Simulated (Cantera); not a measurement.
**Thermodynamics of carbon deposition, reforming and gasification, feed C2H2 + CO2 + H2**

Charge: 1 mol C2H2, 2.5 mol CO2, 51 mol H2, at 523.15 K.

Cantera equilibrium calculation (NASA polynomials, part measured and part estimated; ideal gas, pure solids and liquids). Candidate condensed phases: C, C6H6, C7H8, C8H18, H2O; 110 gas species. The ideal-gas law is rough above about 30 bar. Kinetics and transport are ignored.

```csv
P (Pa),x H2,x H2O,x CH4,x CO2,x CO,n C(graphite)
10,0.833,0.0841,0.0733,0.00861,0.000949,0.448
160,0.800,0.105,0.0946,7.95e-5,6.74e-6,0
2500,0.800,0.105,0.0947,3.27e-7,2.77e-8,0
40000,0.800,0.105,0.0947,1.28e-9,1.08e-10,0
630000,0.800,0.105,0.0947,5.15e-12,<1e-12,0
10000000,0.800,0.105,0.0947,<1e-12,<1e-12,0
```
x: gas mole fraction; n: condensed amount in mol.

At 10.0 Pa the condensed part is C(graphite). From 1.60 mbar to 100 bar nothing is condensed. The main C-bearing gas is CH4 throughout.
